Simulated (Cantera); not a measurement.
# N2O furnace oxynitridation

An isothermal, constant-pressure homogeneous reactor starts with 6.03 % N2O, 94.0 % N2, at 1423 K and 100.0 Torr.

Model: GRI-Mech 3.0 (53 species, 325 reactions), integrated in Cantera. GRI-Mech 3.0 was tuned for natural gas; its chemistry of N2O as a main component is partial and can be far from experiment.

```
t (s)       x N2O     x NO2   x N2      x O2      x O      x NO
--------  -------  --------  -----  --------  -------  --------
3.00e-6    0.0603    <1e-12  0.940  8.02e-10  2.57e-7  4.23e-10
2.33e-5    0.0603    <1e-12  0.940   4.76e-8  1.94e-6   2.51e-8
0.000181   0.0603  3.89e-12  0.940   2.52e-6  1.24e-5   1.33e-6
0.00141    0.0601   2.88e-9  0.940   7.04e-5  3.19e-5   3.71e-5
0.0110     0.0584   1.91e-7  0.940  0.000707  3.27e-5  0.000373
0.0852     0.0470   2.46e-6  0.945   0.00508  3.23e-5   0.00267
0.662     0.00954   9.94e-6  0.961    0.0196  2.67e-5    0.0100
5.15      4.96e-6   9.67e-6  0.965    0.0235  6.40e-7    0.0114
40.0      4.63e-8   9.54e-6  0.965    0.0235  5.71e-7    0.0114
```
x: mole fraction; the columns are a selection and need not sum to one.

Equilibrium at this temperature and pressure: N2O 8.71e-9, NO2 3.17e-7, N2 0.971, O2 0.0291, O 6.33e-7, NO 0.000342 (gas phase only).
